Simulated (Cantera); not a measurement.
An isothermal, constant-pressure homogeneous reactor starts with NO : N₂ = 1 : 2.8 (molar parts), at 1775 K and 1.00 bar. Integrator tolerance rtol = 1e-08.

Detailed kinetics in Cantera: GRI-Mech 3.0 (53 species, 325 reactions).

```tsv
quantity	before	after
x(NO) at 9.00 s	0.125 (gas-phase equilibrium 0.00316)	0.229 (gas-phase equilibrium 0.00161)
x(NO₂) at 9.00 s	0.000190 (gas-phase equilibrium 6.56e-6)	0.000271 (gas-phase equilibrium 5.10e-6)
x(N₂O) at 9.00 s	6.43e-6 (gas-phase equilibrium 1.91e-7)	1.91e-5 (gas-phase equilibrium 1.01e-7)
x(O₂) at 9.00 s	0.0689 (gas-phase equilibrium 0.130)	0.0169 (gas-phase equilibrium 0.131)
x(O) at 9.00 s	2.56e-5 (gas-phase equilibrium 3.47e-5)	2.01e-6 (gas-phase equilibrium 5.28e-6)
```

Q: What was changed between the two runs?
A) temperature 1775 to 2075 K
B) pressure from 1.00 bar to 0.0110 bar
C) NO 1 to 1.3 parts
D) temperature 1775 to 1600 K

A: D, temperature 1775 to 1600 K
